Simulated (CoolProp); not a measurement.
Properties of tetradecamethylhexasiloxane (MD4M) along the isobar 2.09 MPa (Tc = 653.2 K, pc = 0.8286 MPa, ω = 0.800).

The numbers come from the reference Helmholtz-energy equation of state, Thol 2019 in CoolProp.

```tsv
T (K)	phase	Z	cp (kJ/(kg K))	expansivity (1/kK)	fugacity coefficient
386.2	liquid	0.3709	1.905	1.194	[?]
407.5	liquid	0.3607	1.948	1.240	0.001267
428.9	liquid	0.3521	1.989	[?]	0.003136
450.3	liquid	0.3451	2.030	1.360	0.006850
471.6	liquid	0.3394	[?]	1.436	0.01343
493	liquid	0.3351	2.108	1.526	0.02417
514.3	liquid	0.3322	2.146	[?]	0.04022
535.7	liquid	0.3308	2.184	1.768	0.06285
557.1	liquid	0.3309	2.222	1.936	[?]
```

Problem. Some entries are withheld; supply them.

Solution. 
- 386.2, fugacity coefficient: 0.0004436
- 428.9, expansivity (1/kK): 1.295
- 471.6, cp (kJ/(kg K)): 2.069
- 514.3, expansivity (1/kK): 1.634
- 557.1, fugacity coefficient: 0.09285
